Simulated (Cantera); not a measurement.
A perfectly stirred reactor is fed with CH4 : H2 : O2 : N2 = 1 : 0.26 : 3.48 : 13.1 (molar parts), equivalence ratio 0.61, at 500000 Pa; it is adiabatic with a 725 K inlet, and is followed from long to short residence time, starting on the burning branch (τ in s: 0.033, 0.019, 0.011, 0.006, 0.0034, 0.0019, 0.0011, 0.00061, 0.00034, 0.00019, 0.00011, 6.2e-05, 3.5e-05).

Computed with Cantera and GRI-Mech 3.0 (53 species, 325 reactions).

Q: Predict: blow-out, bracketed by the residence times tried; x(CH4) at τ = 33.0 ms; x(H2) at τ = 33.0 ms; x(O2) at τ = 33.0 ms; x(CO) at τ = 33.0 ms; x(CO2) at τ = 33.0 ms; x(CH4) at τ = 1.10 ms; x(H2) at τ = 1.10 ms; x(O2) at τ = 1.10 ms; x(CO) at τ = 1.10 ms; x(CO2) at τ = 1.10 ms.

A: 
* **blow-out, bracketed by the residence times tried**: burning at 35.0 µs, the shortest tried
* **x(CH4) at τ = 33.0 ms**: 4.31e-6
* **x(H2) at τ = 33.0 ms**: 9.94e-5
* **x(O2) at τ = 33.0 ms**: 0.0758
* **x(CO) at τ = 33.0 ms**: 0.000265
* **x(CO2) at τ = 33.0 ms**: 0.0562
* **x(CH4) at τ = 1.10 ms**: 5.87e-5
* **x(H2) at τ = 1.10 ms**: 0.000460
* **x(O2) at τ = 1.10 ms**: 0.0764
* **x(CO) at τ = 1.10 ms**: 0.00185
* **x(CO2) at τ = 1.10 ms**: 0.0544
